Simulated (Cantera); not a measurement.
Charge: 1 mol Si3N4, 0.04 mol O2, 23 mol H2, at 1527 °C and 0.0100 bar.

Cantera equilibrium calculation (NASA polynomials, part measured and part estimated; ideal gas, pure solids and liquids). Candidate condensed phases: H2O, Si, SiO2, Si2N2O, Si3N4; 35 gas species. Gases not in the tables: Si2H6 and higher silanes. The numbers say what is thermodynamically allowed, not how fast it happens.

Base state: H2 0.913, N2 0.0796, H 0.00342, SiO 0.00318, Si 0.000318, SiH 3.46e-5, SiH2 2.73e-5 (mole fractions); condensed: Si(l).

What changes in the equilibrium state with this change: Si3N4 replaced by SiC?


```
species        before    after
-----------  --------  -------
H2              0.913    0.993
H             0.00342  0.00357
CO                  0  0.00179
N2             0.0796        0
SiO           0.00318  0.00167
Si           0.000318  9.92e-5
SiH           3.46e-5  1.13e-5
SiH2          2.73e-5  9.28e-6
Si(l), mol       2.91        0
SiC(s), mol         0    0.959
```
Further candidate phases: C, C6H6, C7H8, C8H18, SiC.

What changes in the equilibrium state with this change: pressure from 0.0100 bar to 0.00120 bar?


| species | before | after |
|---|---|---|
| H2 | 0.913 | 0.905 |
| N2 | 0.0796 | 0.0791 |
| H | 0.00342 | 0.00983 |
| Si | 0.000318 | 0.00265 |
| SiO | 0.00318 | 0.00317 |
| Si2 | 1.92e-6 | 1.60e-5 |
| SiN | 3.97e-6 | 1.14e-5 |
| Si(l), mol | 2.91 | 2.85 |
The tables' values for SiN are old estimates; treat these amounts as uncertain.
